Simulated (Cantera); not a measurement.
Charge: 1 mol FeS, 19 mol H₂, at 1798 K and 15.0 Pa.

Method: chemical equilibrium by Gibbs-energy minimisation in Cantera with the NASA 1993 tables (ideal gas, pure condensed phases). Candidate condensed phases: Fe, FeS, FeS₂, S; 8 gas species. Kinetics and transport are ignored.

Base state: H₂ 0.894, Fe 0.0480, H 0.0272, S₂ 0.0167, S 0.00771, SH 0.00530, H₂S 0.00154 (mole fractions); condensed: gas only.

Q: What changes in the equilibrium state with this change: FeS replaced by PbS?

A: 
```csv
species,before,after
H₂,0.894,0.895
Pb,0,0.0451
H,0.0272,0.0272
Fe,0.0480,0
PbS,0,0.00289
S₂,0.0167,0.0155
S,0.00771,0.00744
SH,0.00530,0.00512
H₂S,0.00154,0.00149
```
Further candidate phases: Pb, PbS.

Q: What changes in the equilibrium state with this change: temperature from 1798 K to 800 K?

A: 
| species | before | after |
|---|---|---|
| H₂ | 0.894 | 1.000 |
| H₂S | 0.00154 | 0.000154 |
| Fe | 0.0480 | <1e-9 |
| H | 0.0272 | <1e-9 |
| S₂ | 0.0167 | <1e-9 |
| S | 0.00771 | <1e-9 |
| SH | 0.00530 | <1e-9 |
| Fe(α), mol | 0 | 0.00292 |
| FeS(s), mol | 0 | 0.997 |
FeS: taken at fixed stoichiometry.
